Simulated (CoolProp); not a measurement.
The fluid at 259.89 K and 5.48 MPa flows at 1.7 m/s in a round tube of 6 mm bore and 15 µm roughness, fully developed (64/Re and Nu = 3.66 if laminar; Colebrook and Gnielinski if turbulent). The same conditions are run with several fluids, on thermodynamics alone (safety and materials aside).

Values from CoolProp's reference Helmholtz-energy equation of state of each fluid (propylene: Lemmon 2013; R227EA: Lemmon 2016; methanol: de Reuck 1993; R134a: Tillner-Roth 1994; R152A: Outcalt 1996).

**Question.** Rank propylene, R227EA, methanol, R134a, R152A by Reynolds number, highest first.

**Answer.** R134a (40900), propylene (40400), R152A (37400), R227EA (36500), methanol (7990)

| fluid | Darcy friction factor | pressure drop (Pa/m) | heat-transfer coefficient (W/(m² K)) | mass flow (kg/h) |
|---|---|---|---|---|
| propylene | 0.0281 | 3890 | 4720 | 99.2 |
| R227EA | 0.0284 | 10600 | 3410 | 269 |
| methanol | 0.0361 | 7180 | 2850 | 143 |
| R134a | 0.0281 | 9160 | 4530 | 234 |
| R152A | 0.0284 | 6830 | 4700 | 173 |

Transport values come from each fluid's own correlations; those of propylene, R227EA, R134a, R152A are estimates that may be off by 10 % or more.
